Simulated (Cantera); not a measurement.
Charge: 1 mol Fe₂O₃, 3.2 mol SO₃, 6.2 mol N₂, held at 1025 K and 6800 Pa.

Cantera equilibrium calculation (NASA polynomials, part measured and part estimated; ideal gas, pure solids and liquids). Candidate condensed phases: Fe, FeO, FeS, FeSO₄, FeS₂, Fe₂O₃, Fe₂(SO₄)₃, Fe₃O₄, S; 19 gas species. Rates play no part.

Base state: N₂ 0.573, SO₂ 0.262, O₂ 0.131, SO₃ 0.0336, NO 2.76e-5 (mole fractions); condensed: Fe₂O₃(s).

What changes in the equilibrium state with this change: temperature from 1025 K to 650 K?


| species | before | after |
|---|---|---|
| N₂ | 0.573 | 0.967 |
| SO₃ | 0.0336 | 0.0284 |
| SO₂ | 0.262 | 0.00277 |
| O₂ | 0.131 | 0.00139 |
| NO | 2.76e-5 | 7.58e-9 |
| Fe₂O₃(s), mol | 1.00 | 0 |
| Fe₂(SO₄)₃(s), mol | 0 | 1.00 |
